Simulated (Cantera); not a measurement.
An isothermal, constant-pressure homogeneous reactor starts with 10.9 % H2, 57.5 % O2, 31.6 % N2, at 1175 K and 2670 Pa.

Computed with Cantera and GRI-Mech 3.0 (53 species, 325 reactions). Radical loss at walls, strong at low pressure, is not modelled. The temperature is held fixed by assumption; the heat of reaction is taken as removed at once.

x: mole fraction; the columns are a selection and need not sum to one.

| t (s) | x H2 | x O2 | x NO | x H | x OH | x N2O | x HO2 |
|---|---|---|---|---|---|---|---|
| 3.00e-5 | 0.109 | 0.575 | <1e-12 | 1.86e-9 | 4.62e-10 | <1e-12 | 2.14e-9 |
| 8.22e-5 | 0.109 | 0.575 | <1e-12 | 6.69e-9 | 2.59e-9 | <1e-12 | 5.88e-9 |
| 0.000225 | 0.109 | 0.575 | <1e-12 | 8.21e-8 | 3.68e-8 | <1e-12 | 1.67e-8 |
| 0.000616 | 0.109 | 0.575 | <1e-12 | 4.86e-5 | 2.21e-5 | <1e-12 | 5.08e-7 |
| 0.00169 | 0.00506 | 0.513 | 2.11e-7 | 0.0323 | 0.00565 | 2.02e-9 | 9.04e-6 |
| 0.00462 | 0.00286 | 0.527 | 8.84e-7 | 0.0154 | 0.00435 | 5.23e-9 | 9.15e-6 |
| 0.0127 | … | 0.543 | 1.20e-6 | … | … | … | … |
| 0.0346 | 0.000143 | 0.549 | 1.23e-6 | 0.000149 | 0.000953 | 1.11e-8 | 3.58e-6 |
| 0.0949 | 1.84e-5 | 0.550 | 1.23e-6 | 7.15e-6 | 0.000347 | 1.29e-8 | 9.19e-7 |
| 0.260 | … | 0.550 | 1.23e-6 | … | … | 1.37e-8 | … |
| 0.711 | 6.95e-7 | 0.550 | 1.23e-6 | 5.73e-8 | 6.96e-5 | 1.41e-8 | 5.48e-8 |
| 1.95 | 1.89e-7 | 0.550 | 1.23e-6 | 8.35e-9 | 3.66e-5 | 1.43e-8 | 1.75e-8 |
| 5.33 | 5.83e-8 | 0.550 | 1.23e-6 | 1.46e-9 | 2.05e-5 | 1.41e-8 | 8.13e-9 |
| 14.6 | 2.01e-8 | 0.550 | 1.23e-6 | 2.98e-10 | 1.20e-5 | 1.33e-8 | 6.91e-9 |
| 40.0 | 9.10e-9 | 0.550 | 1.23e-6 | 9.13e-11 | 8.10e-6 | 1.10e-8 | 8.30e-9 |

Problem. Complete the blanks.

Solution. 
- 0.0127, x H2: 0.000948
- 0.0127, x H: 0.00265
- 0.0127, x OH: 0.00248
- 0.0127, x N2O: 7.92e-9
- 0.0127, x HO2: 7.65e-6
- 0.260, x H2: 3.11e-6
- 0.260, x H: 5.20e-7
- 0.260, x OH: 0.000145
- 0.260, x HO2: 2.09e-7
